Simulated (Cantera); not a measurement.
A closed system holds: 1 mol C₂H₄, 1.8 mol NH₃, 0.47 mol N₂, at 2350 K and 5.80 bar.

Equilibrium computed with Cantera from the NASA thermochemical tables; the gas is ideal and each condensed phase is pure. Candidate condensed phases: C, C₆H₆, C₇H₈, C₈H₁₈; 92 gas species. Kinetics and transport are ignored.

Base state: H₂ 0.755, N₂ 0.215, HCN 0.0191, H 0.00450, C₂H₂ (acetylene) 0.00416, HNC 0.00186, CH₄ 0.000643, CH₃ 7.13e-5 (mole fractions); condensed: C(graphite).

Task: What changes in the equilibrium state with this change: temperature from 2350 K to 2875 K?

Result: 
| species | before | after |
|---|---|---|
| H₂ | 0.755 | 0.678 |
| N₂ | 0.215 | 0.188 |
| HCN | 0.0191 | 0.0570 |
| H | 0.00450 | 0.0362 |
| C₂H₂ (acetylene) | 0.00416 | 0.0289 |
| C₃ | 7.12e-9 | 1.34e-5 |
| C₂H | 1.27e-6 | 0.000220 |
| C₄H₂ | 9.43e-6 | 0.000513 |
| C(graphite), mol | 1.82 | 1.21 |

Task: What changes in the equilibrium state with this change: pressure from 5.80 bar to 1.33 mbar?

Result: 
```csv
species,before,after
H₂,0.755,0.540
H,0.00450,0.251
N₂,0.215,0.189
HCN,0.0191,0.0152
C₂H₄,2.33e-5,2.75e-9
CH₄,0.000643,7.57e-8
NH₃,2.16e-5,2.82e-9
C₃,7.12e-9,3.10e-5
C,3.20e-9,1.39e-5
"C(graphite), mol",1.82,1.84
```
